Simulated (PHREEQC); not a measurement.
Dissolve 1 mol MgCl2, 0.23 mol KCl and 0.27 mol LiCl per kg of water at 20 °C. Closed to the air; pH follows from the charge balance.

Computed with PHREEQC (Pitzer model, pitzer.dat).

This is a speciation only: nothing precipitates in the calculation.

Problem. Predict the activity of water, density, osmotic coefficient.

Solution. activity of water 0.919; density 1.087 g/cm³; osmotic coefficient 1.169.

Complexes and solids missing from the database can't appear.
